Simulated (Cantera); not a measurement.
Charge: 1 mol SiF4, 4.3 mol H2O, 190 mol N2, at 4.50 mbar.

These are equilibrium values from Cantera (NASA tables, ideal gas, pure condensed phases), not measurements of a reactor. Candidate condensed phases: H2O, Si, SiO2, Si2N2O, Si3N4; 58 gas species. The tables hold silica as quartz up to 1696 K and as liquid above; real silica turns to tridymite and cristobalite and melts near 1996 K. The numbers say what is thermodynamically allowed, not how fast it happens.

Which condensed phases are stable at each of these points (T (K)): 1600, 1625, 1650, 1675, 1700, 1725, 1750, 1775, 1800, 1825, 1850, 1875?


| T (K) | condensed phases | Si condensed (%) |
|---|---|---|
| 1600 | SiO2(β-quartz) | 100.0 |
| 1625 | SiO2(β-quartz) | 100.0 |
| 1650 | SiO2(β-quartz) | 100.0 |
| 1675 | SiO2(β-quartz) | 100.0 |
| 1700 | SiO2(condensed) | 100.0 |
| 1725 | SiO2(condensed) | 99.9 |
| 1750 | SiO2(condensed) | 99.9 |
| 1775 | SiO2(condensed) | 99.7 |
| 1800 | SiO2(condensed) | 99.5 |
| 1825 | SiO2(condensed) | 99.0 |
| 1850 | SiO2(condensed) | 98.1 |
| 1875 | SiO2(condensed) | 96.7 |

From 1600 K to 1675 K the condensed part is SiO2(β-quartz). From 1700 K to 1875 K the condensed part is SiO2(condensed).
